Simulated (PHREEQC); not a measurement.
# City or well water: speciation

A made-up water analysis in mmol/kgw, 25 °C, pH 7.87, pe -1.4: Na 0.676; K 0.61; Ca 0.303; Mg 0.139; Cl 0.142; S(6) 0.135; Alkalinity (meq/kgw) 1.85; Li 0.0118.

Na is adjusted to close the charge balance.
Valence states are taken as typed.

The numbers come from PHREEQC with the ion-association model, phreeqc.dat.

Precipitation was switched off in this run.

Question: Predict the specific conductance.

Answer: specific conductance 233 µS/cm.

Question: In which forms is C present?

Answer: HCO3- 96 %, CO2 2.8 % of the C.

Complexes and solids missing from the database can't appear.
